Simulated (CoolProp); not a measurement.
A Linde-Hampson liquefier for methane: isothermal reversible compression at 300 K from 1 atm to 20 MPa, throttling to 1 atm, return gas leaving the recuperator 0 K below the feed. Each further row changes one setting.

The numbers come from the reference Helmholtz-energy equation of state, Setzmann 1991 in CoolProp.

```csv
case,liquid yield per pass,compression work (kJ/kg of gas)
as stated,[?],779
high pressure 40 MPa,[?],[?]
warm-end temperature 330 K,0.147,[?]
warm-end gap 5 K,[?],779
```

**Question.** What belongs in the gaps?

**Answer.** 
- as stated, liquid yield per pass: 0.195
- high pressure 40 MPa, liquid yield per pass: 0.249
- high pressure 40 MPa, compression work (kJ/kg of gas): 877
- warm-end temperature 330 K, compression work (kJ/kg of gas): 873
- warm-end gap 5 K, liquid yield per pass: 0.185
